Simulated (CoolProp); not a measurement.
R152A at several states: fugacity coefficient from the reference equation and from simpler models built on Tc = 386.4 K, pc = 4.517 MPa, ω = 0.275; each cubic takes its own stable root.

Model: reference Helmholtz-energy equation of state, Outcalt 1996, in CoolProp. It is a modified Benedict-Webb-Rubin equation, recast in Helmholtz form.

```tsv
T (K)	p (MPa)	phase	reference	van der Waals	Peng-Robinson
493.5	0.0332	gas	0.9989	0.9988	0.9988
431.9	18.5	supercritical	0.3824	___	___
349.5	17.7	liquid	___	0.2521	___
410.1	0.0109	gas	0.9993	0.9994	0.9992
202.9	16.5	liquid	___	___	___
```

Q: Complete the blanks.

A: 
- 431.9, van der Waals: 0.4219
- 431.9, Peng-Robinson: 0.4012
- 349.5, reference: 0.1431
- 349.5, Peng-Robinson: 0.1513
- 202.9, reference: 0.0008082
- 202.9, van der Waals: 0.02826
- 202.9, Peng-Robinson: 0.0008460
